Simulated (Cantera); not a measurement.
**Silicon nitride deposition: SiF4 + NH3 + H2**

Input: 1 mol SiF4, 0.49 mol NH3, a varied amount of H2, held at 452 °C and 1.00 bar.

Cantera equilibrium calculation (NASA polynomials, part measured and part estimated; ideal gas, pure solids and liquids). Candidate condensed phases: Si, Si3N4; 37 gas species. Rates play no part.

| n(H2) (mol) | log p H2 | log p SiF4 | log p N2 | log p NH3 |
|---|---|---|---|---|
| 0.74 | -0.27 | -0.43 | -1.05 | -3.09 |
| 0.98 | -0.24 | -0.47 | -1.08 | -3.06 |
| 1.3 | -0.21 | -0.52 | -1.13 | -3.04 |
| 1.7 | -0.18 | -0.57 | -1.18 | -3.02 |
| 2.3 | -0.15 | -0.63 | -1.25 | -3.01 |
| 3.1 | -0.12 | -0.71 | -1.32 | -3.01 |
| 4.2 | -0.10 | -0.79 | -1.41 | -3.01 |
| 5.5 | -0.08 | -0.87 | -1.49 | -3.03 |
| 7.4 | -0.06 | -0.97 | -1.59 | -3.05 |
| 9.9 | -0.05 | -1.07 | -1.69 | -3.08 |
| 13 | -0.04 | -1.18 | -1.80 | -3.12 |
| 18 | -0.03 | -1.30 | -1.92 | -3.17 |
| 23 | -0.02 | -1.40 | -2.02 | -3.21 |
log p: log10 of the partial pressure in bar; nothing condenses.

From 0.74 mol H2 to 23 mol H2 nothing is condensed. The main Si-bearing gas is SiF4 throughout.
